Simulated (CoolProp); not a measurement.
Nitrogen at 298.15 K and 11.6 MPa flows at 5.8 m/s in a round tube of 12.7 mm bore and 45 µm roughness, fully developed (64/Re and Nu = 3.66 if laminar; Colebrook and Gnielinski if turbulent). Each further row changes one setting.

Computed with CoolProp (reference Helmholtz-energy equation of state, Span 2000).

```csv
case,Reynolds number,Darcy friction factor,pressure drop (Pa/m),heat-transfer coefficient (W/(m² K)),mass flow (kg/h)
as stated,470000,0.0277,___,3590,344
velocity 11.6 m/s,940000,___,19000,___,687
diameter 25.4 mm,940000,0.0229,1970,___,1370
```

What belongs in the gaps?


- as stated, pressure drop (Pa/m): 4760
- velocity 11.6 m/s, Darcy friction factor: 0.0276
- velocity 11.6 m/s, heat-transfer coefficient (W/(m² K)): 7160
- diameter 25.4 mm, heat-transfer coefficient (W/(m² K)): 2940

Viscosity comes from a separate model (Lemmon 2004). Thermal conductivity comes from a separate model (Lemmon 2004).
